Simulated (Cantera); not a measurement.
An isothermal, constant-pressure homogeneous reactor starts with 57.1 % NO, 42.9 % N2, at 1773 K and 18.8 Torr.

Detailed kinetics in Cantera: GRI-Mech 3.0 (53 species, 325 reactions). Radical loss at walls, strong at low pressure, is not modelled.

### Question
Predict: x(NO) at 200 s; x(NO2) at 200 s; x(N2) at 200 s; x(O2) at 200 s; x(O) at 200 s; x(N2O) at 200 s.

### Answer
x(NO) at 200 s: 0.141 (gas-phase equilibrium 0.00420)
x(NO2) at 200 s: 5.92e-5 (gas-phase equilibrium 2.05e-6)
x(N2) at 200 s: 0.644 (gas-phase equilibrium 0.712)
x(O2) at 200 s: 0.215 (gas-phase equilibrium 0.283)
x(O) at 200 s: 0.000281 (gas-phase equilibrium 0.000318)
x(N2O) at 200 s: 5.52e-6 (gas-phase equilibrium 3.64e-8)
